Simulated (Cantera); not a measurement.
Input: 1 mol Si3N4, a varied amount of O2, 4.5 mol H2, held at 950 °C and 0.0353 Torr.

These are equilibrium values from Cantera (NASA tables, ideal gas, pure condensed phases), not measurements of a reactor. Candidate condensed phases: H2O, Si, SiO2, Si2N2O, Si3N4; 35 gas species. Mutual solubility and eutectic melting of coexisting phases are not modelled. Equilibrium is a limit: real reactors are often held back by kinetics, nucleation or transport.

Problem. At 0.033 mol O2, list the 3 most abundant gas species with their mole fractions, and the condensed phases.

Solution. H2 0.995, N2 0.00487, H 4.37e-5. Condensed: Si2N2O(s) + Si3N4(s).
